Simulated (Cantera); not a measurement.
Mixture: H2 : O2 : N2 = 0.44 : 0.581 : 2.19 (molar parts), equivalence ratio 0.38, at 5.00 bar, adiabatic and at constant volume. Ignition delay is the time to a rise of 400 K.

Computed with Cantera and the H2/O2 subset of GRI-Mech 3.0, which has no nitrogen chemistry. The hydrogen kinetics of GRI-Mech 3.0 are dated; newer H2 mechanisms differ, most at raised pressure.

Question: Predict: delay at 950 K; delay at 1050 K; delay at 1150 K; delay at 1250 K; apparent activation energy between 1200 and 1300 K.

Answer: 
```json
{
  "delay at 950 K": "63.3 ms",
  "delay at 1050 K": "3.85 ms",
  "delay at 1150 K": "42.4 µs",
  "delay at 1250 K": "10.5 µs",
  "apparent activation energy between 1200 and 1300 K": "110 kJ/mol"
}
```
